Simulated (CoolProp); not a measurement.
Properties of the fluoroketone C6F12O (FK-5-1-12) along the isobar 0.603 MPa (Tc = 441.8 K, pc = 1.869 MPa, ω = 0.471).

Values from CoolProp's reference Helmholtz-energy equation of state, McLinden 2015.

```json
[
 {"T (K)": "352", "phase": "liquid", "cv (kJ/(kg K))": "0.9270", "speed of sound (m/s)": "343.1", "isothermal compressibility (1/MPa)": "0.007427", "fugacity coefficient": "(withheld)"},
 {"T (K)": "365.4", "phase": "liquid", "cv (kJ/(kg K))": "0.9407", "speed of sound (m/s)": "302.1", "isothermal compressibility (1/MPa)": "0.009994", "fugacity coefficient": "0.5360"},
 {"T (K)": "378.9", "phase": "liquid", "cv (kJ/(kg K))": "0.9560", "speed of sound (m/s)": "260.0", "isothermal compressibility (1/MPa)": "0.01424", "fugacity coefficient": "0.7144"},
 {"T (K)": "392.4", "phase": "gas", "cv (kJ/(kg K))": "(withheld)", "speed of sound (m/s)": "81.51", "isothermal compressibility (1/MPa)": "2.219", "fugacity coefficient": "0.8279"},
 {"T (K)": "405.8", "phase": "gas", "cv (kJ/(kg K))": "(withheld)", "speed of sound (m/s)": "86.48", "isothermal compressibility (1/MPa)": "2.089", "fugacity coefficient": "0.8486"},
 {"T (K)": "419.3", "phase": "gas", "cv (kJ/(kg K))": "0.9710", "speed of sound (m/s)": "90.68", "isothermal compressibility (1/MPa)": "2.002", "fugacity coefficient": "0.8661"},
 {"T (K)": "432.7", "phase": "gas", "cv (kJ/(kg K))": "0.9821", "speed of sound (m/s)": "94.32", "isothermal compressibility (1/MPa)": "1.942", "fugacity coefficient": "0.8810"},
 {"T (K)": "446.2", "phase": "gas", "cv (kJ/(kg K))": "0.9939", "speed of sound (m/s)": "97.60", "isothermal compressibility (1/MPa)": "1.896", "fugacity coefficient": "0.8939"},
 {"T (K)": "459.6", "phase": "gas", "cv (kJ/(kg K))": "1.006", "speed of sound (m/s)": "100.6", "isothermal compressibility (1/MPa)": "1.861", "fugacity coefficient": "(withheld)"},
 {"T (K)": "473.1", "phase": "gas", "cv (kJ/(kg K))": "1.019", "speed of sound (m/s)": "103.3", "isothermal compressibility (1/MPa)": "1.832", "fugacity coefficient": "(withheld)"},
 {"T (K)": "486.5", "phase": "gas", "cv (kJ/(kg K))": "1.032", "speed of sound (m/s)": "105.9", "isothermal compressibility (1/MPa)": "(withheld)", "fugacity coefficient": "0.9233"},
 {"T (K)": "500", "phase": "gas", "cv (kJ/(kg K))": "1.045", "speed of sound (m/s)": "108.3", "isothermal compressibility (1/MPa)": "1.790", "fugacity coefficient": "0.9309"}
]
```

Task: Some entries are withheld; supply them.

Result: 
- 352, fugacity coefficient: 0.3890
- 392.4, cv (kJ/(kg K)): 0.9501
- 405.8, cv (kJ/(kg K)): 0.9603
- 459.6, fugacity coefficient: 0.9050
- 473.1, fugacity coefficient: 0.9147
- 486.5, isothermal compressibility (1/MPa): 1.810
